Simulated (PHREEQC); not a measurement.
Brine: an equilibrium model

Solution (25 °C and 100 atm): 0.73 mol/kgw CaCl2 and 2.1 mol/kgw LiCl. Closed to the air; pH follows from the charge balance.

Model: Pitzer model, pitzer.dat, run in PHREEQC.

This is a speciation only: nothing precipitates in the calculation.

**Question.** Predict the activity of water, density, osmotic coefficient.

**Answer.** activity of water 0.857; density 1.105 g/cm³; osmotic coefficient 1.341.

Under pressure, the constants of complexes without a molar volume in the database are unreliable.
